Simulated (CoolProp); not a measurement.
A Linde-Hampson liquefier for methane: isothermal reversible compression at 200 K from 1 atm to 25 MPa, throttling to 1 atm, return gas leaving the recuperator 0 K below the feed. Each further row changes one setting.

The numbers come from the reference Helmholtz-energy equation of state, Setzmann 1991 in CoolProp.

| case | liquid yield per pass | compression work (kJ/kg of gas) |
|---|---|---|
| as stated | [?] | 443 |
| high pressure 50 MPa | [?] | [?] |
| warm-end temperature 230 K | [?] | [?] |
| warm-end gap 5 K | [?] | 443 |

Problem. What belongs in the gaps?

Solution. 
- as stated, liquid yield per pass: 0.513
- high pressure 50 MPa, liquid yield per pass: 0.481
- high pressure 50 MPa, compression work (kJ/kg of gas): 514
- warm-end temperature 230 K, liquid yield per pass: 0.407
- warm-end temperature 230 K, compression work (kJ/kg of gas): 559
- warm-end gap 5 K, liquid yield per pass: 0.505
